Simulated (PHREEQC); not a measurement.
Dissolve 81 mmol/kgw LiNO3 and 26 mmol/kgw Na2CO3 at 25 °C. Closed to the air; pH follows from the charge balance.

All values are PHREEQC results (ion-association model, phreeqc.dat), not measurements.

This is a speciation only: nothing precipitates in the calculation.

Problem. Predict the pH.

Solution. pH 11.06.

Problem. In which forms is C present?

Solution. CO3-2 72 %, NaCO3- 22 %, HCO3- 6.0 % of the C.
